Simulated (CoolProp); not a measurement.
Vapour-liquid equilibrium of carbon dioxide (1) + R123 (2) at -27.05 °C; x and y are mole fractions of (1).

Model: multi-fluid Helmholtz-energy mixture model, Span 1996 and Younglove 1994; pair parameters Bell 2016, in CoolProp.

```csv
x,"bubble pressure, mixture model (kPa)","bubble pressure, Raoult's law (kPa)","y, mixture model","y, Raoult's law"
0.05,66.32,86.36,0.882,0.912
0.125,149.8,203.8,0.950,0.965
0.2,233.1,321.3,0.969,0.980
0.275,320.1,438.8,0.979,0.987
0.35,413.6,556.3,0.985,0.991
0.425,515.8,673.8,0.989,0.993
0.5,628.2,791.3,0.992,0.995
0.575,751.3,908.7,0.994,0.996
0.65,884.6,1026,0.996,0.997
0.725,1027,1144,0.997,0.998
0.8,1175,1261,0.998,0.999
0.875,1326,1379,0.999,0.999
0.95,1476,1496,1.000,1.000
```

The largest gap from Raoult's law is -27.5 % in bubble pressure, at x = 0.2. No azeotrope shows between x = 0.05 and 0.95.

Pair parameters are fitted to limited data, so mixtures are less certain than the pure fluids.
